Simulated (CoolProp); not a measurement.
Saturation properties of ammonia.

Computed with CoolProp (reference Helmholtz-energy equation of state, Gao 2020).

```tsv
T (K)	p (MPa)	vapour density (kg/m³)	surface tension (mN/m)	vapour viscosity (µPa s)	liquid conductivity (mW/(m K))
218.8	0.03133	0.2971	38.9	7.45	736
242.7	0.1168	1.016	33.5	8.14	655
266.5	0.3324	2.714	27.9	8.85	580
290.3	0.7816	6.128	22.3	9.59	508
314.1	1.596	12.34	16.9	10.4	441
337.9	2.931	23.13	11.7	11.2	377
361.7	4.965	41.94	6.93	12.5	315
385.5	7.917	78.60	2.67	14.8	252
```

It boils at 239.8 K under 1 atm.

Viscosity comes from a separate model (Fenghour 1995). Thermal conductivity comes from a separate model (Tufeu 1984). Surface tension comes from a separate correlation (Mulero 2012).
